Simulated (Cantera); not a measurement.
A freely propagating, adiabatic, planar premixed flame of 9.51 % CH4, 19.0 % O2, 71.5 % N2, unburnt at 348 K and 0.118 atm; mixture-averaged transport, grid criteria slope 0.08 and curve 0.16, no radiation.

Model: GRI-Mech 3.0 (53 species, 325 reactions), integrated in Cantera. Burning velocities carry a grid error of a few per cent, more on coarse grids.

Q: Predict: laminar burning velocity; thermal thickness; peak x(HCO); peak x(OH); peak x(H).

A: 
```json
{
  "laminar_burning_velocity": "77.5 cm/s",
  "thermal_thickness": "2.52 mm",
  "peak x(HCO)": "7.77e-5",
  "peak x(OH)": "0.00911",
  "peak x(H)": "0.0147"
}
```
